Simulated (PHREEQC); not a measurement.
0.098 g of hydrous ferric oxide (600 m²/g; 0.2 weak and 0.005 strong sites per Fe, Dzombak-Morel constants, diffuse double layer) in 1 kg of water with 0.1 mol/kgw of an inert sodium salt and 0.00014 mol/kgw CaCl2, at 25 °C; the pH is set by adding NaOH or the inert anion's acid. Oxygen is held at 0.21 atm. The system is closed to CO2. No solid was allowed to form.

Base run: PHREEQC, ion-association model, wateq4f.dat. Each further column changes one thing. The table gives surface charge σ (C/m²).

```tsv
pH	base	background salt from 0.1 to 0.01 mol/kgw	oxide from 0.098 to 0.49 g/kgw
4	0.321	0.218	0.321
5	0.215	?	0.215
6	0.112	?	0.112
7	0.045	0.018	0.045
8	0.006	0.002	0.006
9	-0.021	?	-0.025
10	-0.033	-0.010	?
11	-0.038	?	?
12	-0.044	?	-0.238
```

Task: Some entries are withheld; supply them.

Result: 
- 5, background salt from 0.1 to 0.01 mol/kgw: 0.115
- 6, background salt from 0.1 to 0.01 mol/kgw: 0.050
- 9, background salt from 0.1 to 0.01 mol/kgw: -0.006
- 10, oxide from 0.098 to 0.49 g/kgw: -0.072
- 11, background salt from 0.1 to 0.01 mol/kgw: -0.012
- 11, oxide from 0.098 to 0.49 g/kgw: -0.151
- 12, background salt from 0.1 to 0.01 mol/kgw: -0.019
